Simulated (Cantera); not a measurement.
A closed system holds: 1 mol CH₃OH, 0.71 mol H₂, at 698 K and 0.0100 bar.

Equilibrium computed with Cantera from the NASA thermochemical tables; the gas is ideal and each condensed phase is pure. Candidate condensed phases: C, C₆H₆, C₇H₈, C₈H₁₈, H₂O; 110 gas species. The numbers say what is thermodynamically allowed, not how fast it happens.

Base state: H₂ 0.697, H₂O 0.136, CO₂ 0.0802, CH₄ 0.0431, CO 0.0427 (mole fractions); condensed: C(graphite).

Question: What changes in the equilibrium state with this change: CH₃OH replaced by C?

Answer: 
| species | before | after |
|---|---|---|
| H₂ | 0.697 | 0.924 |
| CH₄ | 0.0431 | 0.0758 |
| H₂O | 0.136 | 0 |
| CO₂ | 0.0802 | 0 |
| CO | 0.0427 | 0 |
| C(graphite), mol | 0.511 | 0.950 |
